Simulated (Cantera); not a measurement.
What does this Cantera script print?

```python
import numpy as np
import cantera as ct

gas_names = """
    O2 CL2
""".split()
cond_names = """
    Sr(L) SrCL2(L) SrO(s)
""".split()


def load(file, names, dense=False):
    # The tables refer to 1 bar. Condensed volumes are neglected.
    table = {s.name: s for s in ct.Species.list_from_file(file)}
    out = []
    for n in names:
        d = dict(table[n].input_data)
        d["thermo"] = dict(d["thermo"], **{"reference-pressure": 1e5})
        if dense:
            d["equation-of-state"] = {"model": "constant-volume", "density": "1e6 g/cm^3"}
        out.append(ct.Species.from_dict(d))
    return out


species = {s.name: s for s in load("nasa_gas.yaml", gas_names) + load("nasa_condensed.yaml", cond_names)}
T = 1425
g = {n: (s.thermo.h(T) - T * s.thermo.s(T)) / (ct.gas_constant * T * np.log(10)) for n, s in species.items()}
valid = cond_names  # the entries whose range holds T


def stable(la, lb):
    # potentials (over RT ln 10) of the two non-metals from log10 p(O2) and log10 p(CL2) in bar
    mu = {}
    mu["O"] = (g["O2"] + la) / 2
    mu["Cl"] = (g["CL2"] + lb) / 2
    cost = {}
    for n in valid:
        c = species[n].composition
        cost[n] = (g[n] - sum(c.get(e, 0) * m for e, m in mu.items())) / c["Sr"]
    return min(cost, key=cost.get)


results = []
for lb in [0, -3.2, -6.4, -9.7, -12.9, -16.1, -19.3, -22.6, -25.8, -29]:
    row = [stable(la, lb) for la in [-30, -28.6, -27.3, -25.9, -24.5, -23.2, -21.8, -20.5, -19.1, -17.7, -16.4, -15, -13.6, -12.3, -10.9, -9.5, -8.2, -6.8, -5.5, -4.1, -2.7, -1.4, 0]]
    results.append(row)
    print(f"{lb:6.1f}  " + " ".join(f"{valid.index(n):x}" for n in row))
print("key: " + ", ".join(f"{i:x} {n}" for i, n in enumerate(valid)))
```

It prints:

```
   0.0  1 1 1 1 1 1 1 1 1 1 1 1 1 1 1 1 1 1 1 1 1 1 1
  -3.2  1 1 1 1 1 1 1 1 1 1 1 1 1 1 1 1 1 1 1 1 1 1 1
  -6.4  1 1 1 1 1 1 1 1 1 1 1 1 1 1 1 1 1 1 1 1 1 1 2
  -9.7  1 1 1 1 1 1 1 1 1 1 1 1 1 1 1 1 1 2 2 2 2 2 2
 -12.9  1 1 1 1 1 1 1 1 1 1 1 1 1 2 2 2 2 2 2 2 2 2 2
 -16.1  1 1 1 1 1 1 1 1 2 2 2 2 2 2 2 2 2 2 2 2 2 2 2
 -19.3  1 1 1 2 2 2 2 2 2 2 2 2 2 2 2 2 2 2 2 2 2 2 2
 -22.6  2 2 2 2 2 2 2 2 2 2 2 2 2 2 2 2 2 2 2 2 2 2 2
 -25.8  2 2 2 2 2 2 2 2 2 2 2 2 2 2 2 2 2 2 2 2 2 2 2
 -29.0  2 2 2 2 2 2 2 2 2 2 2 2 2 2 2 2 2 2 2 2 2 2 2
key: 0 Sr(L), 1 SrCL2(L), 2 SrO(s)
```

Standard-state values (1 bar) from the NASA 1993 polynomials, evaluated with Cantera. Not in the tables: the peroxide, oxide halides.
